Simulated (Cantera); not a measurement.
An adiabatic, constant-volume homogeneous reactor starts with 5.43 % CH4, 0.337 % C2H6, 18.8 % O2, 70.6 % N2, 4.78 % H2O, at 1650 K and 0.360 bar.

Detailed kinetics in Cantera: GRI-Mech 3.0 (53 species, 325 reactions).

x: mole fraction; the columns are a selection and need not sum to one.

```json
[
 {"t (s)": "1.00e-6", "T (K)": "1650", "P (bar)": "0.360", "x CH4": "0.0543", "x C2H6": "0.00336", "x O2": "0.188", "x CH2": "1.65e-11", "x CH2CO": "<1e-12", "x CH3": "2.43e-5", "x HCO": "1.24e-12"},
 {"t (s)": "4.44e-6", "T (K)": "1649", "P (bar)": "0.360", "x CH4": "0.0543", "x C2H6": "0.00332", "x O2": "0.188", "x CH2": "7.03e-10", "x CH2CO": "4.33e-12", "x CH3": "0.000107", "x HCO": "5.35e-11"},
 {"t (s)": "1.97e-5", "T (K)": "1647", "P (bar)": "0.360", "x CH4": "0.0543", "x C2H6": "0.00313", "x O2": "0.188", "x CH2": "2.04e-8", "x CH2CO": "5.27e-9", "x CH3": "0.000467", "x HCO": "[?]"},
 {"t (s)": "8.77e-5", "T (K)": "1648", "P (bar)": "0.360", "x CH4": "0.0523", "x C2H6": "0.00231", "x O2": "0.186", "x CH2": "7.39e-7", "x CH2CO": "7.32e-6", "x CH3": "0.00192", "x HCO": "[?]"},
 {"t (s)": "0.000390", "T (K)": "2528", "P (bar)": "0.574", "x CH4": "<1e-12", "x C2H6": "<1e-12", "x O2": "0.0698", "x CH2": "<1e-12", "x CH2CO": "<1e-12", "x CH3": "<1e-12", "x HCO": "[?]"},
 {"t (s)": "0.00173", "T (K)": "2666", "P (bar)": "0.600", "x CH4": "<1e-12", "x C2H6": "<1e-12", "x O2": "0.0670", "x CH2": "<1e-12", "x CH2CO": "<1e-12", "x CH3": "<1e-12", "x HCO": "7.24e-9"},
 {"t (s)": "0.00770", "T (K)": "2656", "P (bar)": "0.597", "x CH4": "<1e-12", "x C2H6": "<1e-12", "x O2": "0.0631", "x CH2": "<1e-12", "x CH2CO": "<1e-12", "x CH3": "<1e-12", "x HCO": "6.94e-9"},
 {"t (s)": "0.0342", "T (K)": "2654", "P (bar)": "0.597", "x CH4": "<1e-12", "x C2H6": "<1e-12", "x O2": "0.0621", "x CH2": "<1e-12", "x CH2CO": "<1e-12", "x CH3": "<1e-12", "x HCO": "6.86e-9"},
 {"t (s)": "0.152", "T (K)": "2654", "P (bar)": "0.597", "x CH4": "<1e-12", "x C2H6": "<1e-12", "x O2": "0.0621", "x CH2": "<1e-12", "x CH2CO": "<1e-12", "x CH3": "<1e-12", "x HCO": "6.86e-9"},
 {"t (s)": "0.675", "T (K)": "2654", "P (bar)": "0.597", "x CH4": "<1e-12", "x C2H6": "<1e-12", "x O2": "0.0621", "x CH2": "<1e-12", "x CH2CO": "<1e-12", "x CH3": "<1e-12", "x HCO": "6.86e-9"},
 {"t (s)": "3.00", "T (K)": "2654", "P (bar)": "0.597", "x CH4": "<1e-12", "x C2H6": "<1e-12", "x O2": "0.0621", "x CH2": "<1e-12", "x CH2CO": "<1e-12", "x CH3": "<1e-12", "x HCO": "6.86e-9"}
]
```

**Question.** What belongs in the gaps?

**Answer.** 
- 1.97e-5, x HCO: 3.89e-9
- 8.77e-5, x HCO: 7.59e-7
- 0.000390, x HCO: 1.11e-8
